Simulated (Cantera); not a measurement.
## Sublimation and decomposition of ceramics: SiC + C + N2

Feed: 1 mol SiC, 0.23 mol C, 6.6 mol N2, at 2.90e-5 bar.

Cantera equilibrium calculation (NASA polynomials, part measured and part estimated; ideal gas, pure solids and liquids). Candidate condensed phases: C, Si, SiC, Si3N4; 20 gas species. The tables' values for SiN are old estimates; treat these amounts as uncertain. The numbers say what is thermodynamically allowed, not how fast it happens.

```tsv
T (K)	x N2	x Si	x SiC2	x CN	x C3	x Si2C	x C	x C2	n C(graphite)	n SiC(s)
1875	0.989	0.0105	0.000232	1.83e-5	3.56e-8	0.000163	5.93e-8	2.96e-9	0.299	0.926
1925	0.974	0.0247	0.000709	3.74e-5	1.40e-7	0.000486	1.96e-7	1.17e-8	0.396	0.821
1975	0.941	0.0557	0.00205	7.31e-5	5.12e-7	0.00137	6.08e-7	4.32e-8	0.616	0.575
2025	0.871	0.119	0.00553	0.000135	1.76e-6	0.00358	1.79e-6	1.49e-7	1.12	0
2075	0.870	0.120	0.00697	0.000251	5.66e-6	0.00214	4.98e-6	4.84e-7	1.11	0
2125	0.869	0.120	0.00860	0.000453	1.73e-5	0.00128	1.32e-5	1.49e-6	1.09	0
2175	0.868	0.119	0.0104	0.000796	4.99e-5	0.000777	3.36e-5	4.34e-6	1.06	0
2225	0.867	0.118	0.0125	0.00136	0.000137	0.000475	8.17e-5	1.20e-5	1.02	0
2275	0.866	0.116	0.0147	0.00228	0.000361	0.000294	0.000191	3.20e-5	0.976	0
2325	0.864	0.114	0.0171	0.00372	0.000911	0.000184	0.000431	8.13e-5	0.914	0
2375	0.860	0.111	0.0196	0.00595	0.00220	0.000116	0.000940	0.000198	0.822	0
2425	0.853	0.107	0.0223	0.00930	0.00514	7.38e-5	0.00198	0.000467	0.672	0
```
x: gas mole fraction; n: condensed amount in mol.

From 1875 K to 1975 K the condensed part is C(graphite) + SiC(s). From 2025 K to 2425 K the condensed part is C(graphite). The main Si-bearing gas is Si throughout.
